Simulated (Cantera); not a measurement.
Feed: 1 mol TiO2, 1.5 mol C, 1 mol H2, held at 0.133 bar.

Cantera equilibrium calculation (NASA polynomials, part measured and part estimated; ideal gas, pure solids and liquids). Candidate condensed phases: C, C6H6, C7H8, C8H18, H2O, Ti, TiC, TiO, TiO2, Ti2O3, Ti3O5, Ti4O7; 113 gas species. Mutual solubility and eutectic melting of coexisting phases are not modelled. TiC: taken at fixed stoichiometry. The numbers say what is thermodynamically allowed, not how fast it happens.

### Question
At 1448 K, list the 5 most abundant gas species with their mole fractions, and the condensed phases.

### Answer
CO 0.515, H2 0.485, H2O 0.000121, CH4 7.30e-5, CO2 5.41e-5. Condensed: TiC(s) + Ti3O5(s).
